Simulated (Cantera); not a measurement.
Feed: 1 mol TEOS, 18 mol O2, 19 mol H2, 0.18 mol O3, at 0.220 bar.

These are equilibrium values from Cantera (NASA tables, ideal gas, pure condensed phases), not measurements of a reactor. Candidate condensed phases: C, C6H6, C7H8, C8H18, H2O, Si, SiC, SiO2; 123 gas species. The feed counts by its element totals alone. The tables hold silica as quartz up to 1696 K and as liquid above; real silica turns to tridymite and cristobalite and melts near 1996 K. Gases not in the tables: Si(OH)4. Equilibrium is a limit: real reactors are often held back by kinetics, nucleation or transport. All values below are at 1898 K.

Base state: H2O 0.688, CO2 0.137, H2 0.0950, CO 0.0794, H 0.000514, OH 0.000304 (mole fractions); condensed: SiO2(condensed).

Task: What changes in the equilibrium state with this change: O2 from 18 to 6.9 mol?

Result: 
```tsv
species	before	after
H2	0.0950	0.574
H2O	0.688	0.208
CO	0.0794	0.199
CO2	0.137	0.0172
SiO	8.40e-6	0.000168
OH	0.000304	3.75e-5
H	0.000514	0.00126
SiO2(condensed), mol	1.000	0.994
```

Task: What changes in the equilibrium state with this change: O2 from 18 to 0.23 mol?

Result: 
| species | before | after |
|---|---|---|
| H2 | 0.0950 | 0.851 |
| CO | 0.0794 | 0.146 |
| H | 0.000514 | 0.00154 |
| H2O | 0.688 | 4.92e-6 |
| CO2 | 0.137 | 2.01e-7 |
| SiO | 8.40e-6 | 0.00106 |
| C2H2 (acetylene) | <1e-9 | 0.000320 |
| OH | 0.000304 | <1e-9 |
| SiO2(condensed), mol | 1.000 | 0 |
| C(graphite), mol | 0 | 2.05 |
| SiC(s), mol | 0 | 0.964 |
